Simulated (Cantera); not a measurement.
A freely propagating, adiabatic, planar premixed flame of 7.71 % CH4, 0.494 % H2, 22.4 % O2, 69.4 % N2, equivalence ratio 0.70, unburnt at 650 K and 2.70 bar; mixture-averaged transport, grid criteria slope 0.08 and curve 0.16, no radiation.

Model: GRI-Mech 3.0 (53 species, 325 reactions), integrated in Cantera. Burning velocities carry a grid error of a few per cent, more on coarse grids.

Task: Predict: laminar burning velocity; thermal thickness; peak x(C2H4); peak x(CH2O); peak x(HCO).

Result: 
```
Quantity                     Value
------------------------  --------
laminar burning velocity  108 cm/s
thermal thickness         0.143 mm
peak x(C2H4)              0.000345
peak x(CH2O)               0.00135
peak x(HCO)                3.64e-5
```
